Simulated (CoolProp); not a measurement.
Cyclopentane at several states: Z from the reference equation and from simpler models built on Tc = 511.7 K, pc = 4.583 MPa, ω = 0.202; each cubic takes its own stable root.

The numbers come from the reference Helmholtz-energy equation of state, Gedanitz 2015 in CoolProp.

| T (K) | p (MPa) | phase | reference | van der Waals | Redlich-Kwong | Soave-Redlich-Kwong | Peng-Robinson |
|---|---|---|---|---|---|---|---|
| 338.4 | 0.496 | liquid | 0.01768 | 0.9081 | … | … | 0.01636 |
| 222.3 | 0.141 | liquid | … | 0.01043 | 0.007006 | 0.006944 | 0.006184 |
| 264 | 12.9 | liquid | 0.5268 | 0.8103 | … | 0.5494 | 0.4893 |
| 547.7 | 0.0429 | gas | 0.9973 | 0.9976 | 0.9974 | 0.9974 | 0.9971 |
| 430.9 | 16.4 | liquid | … | … | 0.5414 | 0.5317 | … |
| 520.1 | 19.7 | supercritical | 0.5945 | 0.7919 | … | 0.6296 | 0.5661 |

Task: Fill in the missing entries.

Result: 
- 338.4, Redlich-Kwong: 0.01900
- 338.4, Soave-Redlich-Kwong: 0.01850
- 222.3, reference: 0.006593
- 264, Redlich-Kwong: 0.5560
- 430.9, reference: 0.5121
- 430.9, van der Waals: 0.7325
- 430.9, Peng-Robinson: 0.4732
- 520.1, Redlich-Kwong: 0.6277

At some of these states van der Waals gives the other phase, because its saturation line lies elsewhere.
